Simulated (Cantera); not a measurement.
Feed: 1 mol SiCl₄, 0.45 mol H₂, equilibrated at 752 °C and 0.133 bar.

Method: chemical equilibrium by Gibbs-energy minimisation in Cantera with the NASA 1993 tables (ideal gas, pure condensed phases). Candidate condensed phases: Si; 19 gas species. The tables' values for SiCl₃ are old estimates; treat these amounts as uncertain. Rates play no part.

Base state: SiCl₄ 0.647, H₂ 0.270, HCl 0.0420, SiHCl₃ 0.0358, SiCl₃ 0.00448, SiCl₂ 0.000649, SiH₂Cl₂ 0.000220 (mole fractions); condensed: gas only.

### Question
What changes in the equilibrium state with this change: SiCl₄ replaced by Si?

### Answer
```csv
species,before,after
H₂,0.270,1.00
SiCl₄,0.647,0
HCl,0.0420,0
SiHCl₃,0.0358,0
SiCl₃,0.00448,0
SiCl₂,0.000649,0
"Si(s), mol",0,1.00
```

### Question
What changes in the equilibrium state with this change: temperature from 752 °C to 527 °C?

### Answer
```
species    before    after
-------  --------  -------
SiCl₄       0.647    0.676
H₂          0.270    0.297
HCl        0.0420   0.0135
SiHCl₃     0.0358   0.0134
SiCl₂    0.000649  3.59e-7
SiCl₃     0.00448  4.67e-5
SiH₂Cl₂  0.000220  2.15e-5
```
